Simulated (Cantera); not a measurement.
A closed system holds: 1 mol TiCl4, a varied amount of H2O, 8.2 mol H2, at 1125 K and 0.0133 bar.

Cantera equilibrium calculation (NASA polynomials, part measured and part estimated; ideal gas, pure solids and liquids). Candidate condensed phases: H2O, Ti, TiCl2, TiCl3, TiCl4, TiO, TiO2, Ti2O3, Ti3O5, Ti4O7; 23 gas species. Condensed phases not in the tables: TiOCl. Kinetics and transport are ignored.

Q: At 5.7 mol H2O, list the 3 most abundant gas species with their mole fractions, and the condensed phases.

A: H2 0.516, HCl 0.252, H2O 0.233. Condensed: TiO2(rutile).
